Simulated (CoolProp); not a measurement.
Vapour pressure (MPa) of diethyl ether: the reference equation beside estimates from Tc = 467.9 K, pc = 3.717 MPa, ω = 0.282. Clausius-Clapeyron is anchored at 341 K with a constant enthalpy of vaporisation of 24.22 kJ/mol.

The numbers come from the reference Helmholtz-energy equation of state, Thol 2014 in CoolProp.

| T (K) | reference | Lee-Kesler | Clausius-Clapeyron | van der Waals | Soave-Redlich-Kwong | Peng-Robinson |
|---|---|---|---|---|---|---|
| 341 | 0.2903 | 0.2893 | 0.2903 | 0.9124 | 0.2892 | 0.2871 |
| 352.2 | 0.3927 | 0.3921 | 0.3809 | 1.069 | 0.3924 | 0.3885 |
| 363.5 | 0.5214 | 0.5213 | 0.4926 | 1.243 | 0.5226 | 0.5165 |
| 374.8 | 0.6793 | 0.6798 | 0.6273 | 1.434 | 0.6830 | 0.6742 |
| 386 | 0.8685 | 0.8694 | 0.7859 | 1.640 | 0.8758 | 0.8641 |
| 397.3 | 1.097 | 1.098 | 0.9741 | 1.867 | 1.109 | 1.094 |
| 408.5 | 1.364 | 1.365 | 1.191 | 2.109 | 1.382 | 1.364 |
| 419.8 | 1.680 | 1.682 | 1.443 | 2.373 | 1.704 | 1.685 |
| 431 | 2.044 | 2.048 | 1.728 | 2.654 | 2.075 | 2.055 |

Absolute difference from the reference over all 9 rows, mean and median: Lee-Kesler 0.1 and 0.1 %, Clausius-Clapeyron 8.8 and 9.5 %, van der Waals 102.3 and 88.8 %, Soave-Redlich-Kwong 0.8 and 0.8 %, Peng-Robinson 0.6 and 0.5 %.
